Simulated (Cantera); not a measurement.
Input: 1 mol c-C4F8, 0.16 mol HCl, held at 2.70 mbar.

These are equilibrium values from Cantera (NASA tables, ideal gas, pure condensed phases), not measurements of a reactor. Candidate condensed phases: C, C6H6, C7H8, C8H18; 135 gas species. Ions and electrons are included (thermal ionisation). The feed counts by its element totals alone. Kinetics and transport are ignored. All values below are at 4250 K.

Base state: F 0.650, C 0.319, Cl 0.0130, H 0.0129, C2 0.00248, CF 0.00175, HF 0.000127, C3 7.69e-5 (mole fractions); condensed: gas only.

Task: What changes in the equilibrium state with this change: HCl from 0.16 to 0.017 mol?

Result: 
| species | before | after |
|---|---|---|
| F | 0.650 | 0.666 |
| C | 0.319 | 0.327 |
| C2 | 0.00248 | 0.00260 |
| Cl | 0.0130 | 0.00142 |
| H | 0.0129 | 0.00140 |
| HF | 0.000127 | 1.42e-5 |
| C3 | 7.69e-5 | 8.24e-5 |
| CF | 0.00175 | 0.00184 |
| CF+ | 2.28e-5 | 2.35e-5 |
| e- | 6.43e-5 | 6.53e-5 |
